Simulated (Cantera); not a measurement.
Cantera run:

```python
import numpy as np
import cantera as ct

gas_names = """
    O2 CO
""".split()
cond_names = """
    Ta(cr) TaC(s) Ta2O5(s)
""".split()


# ... load() reads the species with a 1 bar reference pressure and builds the phases ...
species = {s.name: s for s in load("nasa_gas.yaml", gas_names) + load("nasa_condensed.yaml", cond_names)}
T = 1600
g = {n: (s.thermo.h(T) - T * s.thermo.s(T)) / (ct.gas_constant * T * np.log(10)) for n, s in species.items()}
valid = cond_names  # the entries whose range holds T


def stable(la, lb):
    # potentials (over RT ln 10) of the two non-metals from log10 p(O2) and log10 p(CO) in bar
    mu = {}
    mu["O"] = (g["O2"] + la) / 2
    mu["C"] = (g["CO"] + lb - 1 * mu["O"]) / 1
    cost = {}
    for n in valid:
        c = species[n].composition
        cost[n] = (g[n] - sum(c.get(e, 0) * m for e, m in mu.items())) / c["Ta"]
    return min(cost, key=cost.get)


results = []
for lb in [0, -0.7, -1.4, -2.1, -2.9, -3.6, -4.3, -5, -5.7, -6.4, -7.1, -7.9, -8.6, -9.3, -10]:
    row = [stable(la, lb) for la in [-17, -15.9, -14.7, -13.6, -12.5, -11.3, -10.2, -9.1, -7.9, -6.8, -5.7, -4.5, -3.4, -2.3, -1.1, 0]]
    results.append(row)
    print(f"{lb:6.1f}  " + " ".join(f"{valid.index(n):x}" for n in row))
print("key: " + ", ".join(f"{i:x} {n}" for i, n in enumerate(valid)))
```

Result:

```
   0.0  1 1 2 2 2 2 2 2 2 2 2 2 2 2 2 2
  -0.7  1 1 2 2 2 2 2 2 2 2 2 2 2 2 2 2
  -1.4  1 1 2 2 2 2 2 2 2 2 2 2 2 2 2 2
  -2.1  1 2 2 2 2 2 2 2 2 2 2 2 2 2 2 2
  -2.9  1 2 2 2 2 2 2 2 2 2 2 2 2 2 2 2
  -3.6  1 2 2 2 2 2 2 2 2 2 2 2 2 2 2 2
  -4.3  2 2 2 2 2 2 2 2 2 2 2 2 2 2 2 2
  -5.0  2 2 2 2 2 2 2 2 2 2 2 2 2 2 2 2
  -5.7  2 2 2 2 2 2 2 2 2 2 2 2 2 2 2 2
  -6.4  2 2 2 2 2 2 2 2 2 2 2 2 2 2 2 2
  -7.1  2 2 2 2 2 2 2 2 2 2 2 2 2 2 2 2
  -7.9  2 2 2 2 2 2 2 2 2 2 2 2 2 2 2 2
  -8.6  2 2 2 2 2 2 2 2 2 2 2 2 2 2 2 2
  -9.3  2 2 2 2 2 2 2 2 2 2 2 2 2 2 2 2
 -10.0  2 2 2 2 2 2 2 2 2 2 2 2 2 2 2 2
key: 0 Ta(cr), 1 TaC(s), 2 Ta2O5(s)
```

Source: NASA polynomial tables (part measured, part estimated), evaluated in Cantera. TaC: taken at fixed stoichiometry. Not in the tables: Ta2C. Part of the grid cannot be reached: there another gas would pass 10 bar, or a non-metal would condense.
